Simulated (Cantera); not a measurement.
A Cantera script and what it prints.

```python
import numpy as np
import cantera as ct

gas_names = """
    CL CL2 N N2 Si SiCL SiCL2 SiCL3 SiCL4 SiN Si2 Si2N Si3
""".split()
cond_names = """
    Si(cr) Si(L) Si3N4(a)
""".split()


def load(file, names, dense=False):
    # The tables refer to 1 bar. Condensed volumes are neglected.
    table = {s.name: s for s in ct.Species.list_from_file(file)}
    out = []
    for n in names:
        d = dict(table[n].input_data)
        d["thermo"] = dict(d["thermo"], **{"reference-pressure": 1e5})
        if dense:
            d["equation-of-state"] = {"model": "constant-volume", "density": "1e6 g/cm^3"}
        out.append(ct.Species.from_dict(d))
    return out


gas = ct.Solution(thermo="ideal-gas", species=load("nasa_gas.yaml", gas_names))
cond = {s.name: ct.Solution(thermo="fixed-stoichiometry", species=[s], name=s.name)
        for s in load("nasa_condensed.yaml", cond_names, dense=True)}
atoms = {
    'Si3N4': {'Si': 3, 'N': 4},
    'Cl2': {'CL': 2},
    'N2': {'N': 2},
}
top_T = {'Si3N4(a)': 2400}  # K; cautious upper limits of use, not melting points


def equilibrate(T, P, feed):
    n = {}
    for name, mol in feed.items():
        for a, k in atoms[name].items():
            n[a] = n.get(a, 0.0) + k * mol
    gas.TPX = T, P, n
    mass = sum(n.values()) * gas.mean_molecular_weight
    gas.equilibrate("TP")
    valid = [c for c in cond.values() if c.min_temp <= T <= top_T.get(c.name, c.max_temp)]
    mix = ct.Mixture([(gas, mass / gas.mean_molecular_weight)] + [(c, 0.0) for c in valid])
    mix.T, mix.P = T, P
    mix.equilibrate("TP", solver="vcs", rtol=1e-11, max_steps=5000)
    return mix


results = []
feed = {'Si3N4': 1, 'Cl2': 48, 'N2': 0.52}  # mol
P = 440  # Pa
for T in [1100, 1150, 1200, 1250, 1300, 1350, 1400, 1450, 1500, 1550, 1600, 1650]:
    mix = equilibrate(T, P, feed)
    results.append((T, P, feed, dict(zip(mix.species_names, mix.species_moles))))

top = {s: max(r[3][s] / sum(r[3][g] for g in gas_names) for r in results) for s in gas_names}
cols = sorted((s for s in top if top[s] > 0.001), key=lambda s: -top[s])[:6]
seen = [c for c in cond_names if any(r[3].get(c, 0) > 1e-12 for r in results)]
print("log10 of partial pressures in bar; condensed amounts in mol")
print(f"{'T/K':>10s}" + "".join(f"{s[:9]:>10s}" for s in cols + seen))
for T, P, feed, n in results:
    ng = sum(n[g] for g in gas_names)
    print(f"{T:10.4g}" + "".join(f"{np.log10(max(n[s] / ng * P / 1e5, 1e-99)):10.3f}" for s in cols)
          + "".join(f"{n.get(c, 0):10.4g}" for c in seen))
```

It prints:

```
log10 of partial pressures in bar; condensed amounts in mol
       T/K       CL2        CL     SiCL4        N2
      1100    -2.420    -4.030    -3.561    -3.637
      1150    -2.428    -3.776    -3.565    -3.640
      1200    -2.441    -3.546    -3.571    -3.646
      1250    -2.461    -3.338    -3.580    -3.655
      1300    -2.491    -3.152    -3.593    -3.668
      1350    -2.535    -2.987    -3.610    -3.686
      1400    -2.595    -2.844    -3.634    -3.709
      1450    -2.677    -2.723    -3.662    -3.737
      1500    -2.782    -2.624    -3.693    -3.769
      1550    -2.913    -2.548    -3.726    -3.801
      1600    -3.067    -2.492    -3.756    -3.830
      1650    -3.239    -2.454    -3.782    -3.854
```

Method: chemical equilibrium by Gibbs-energy minimisation in Cantera with the NASA 1993 tables (ideal gas, pure condensed phases). The tables' values for SiCl3 are old estimates; treat these amounts as uncertain.
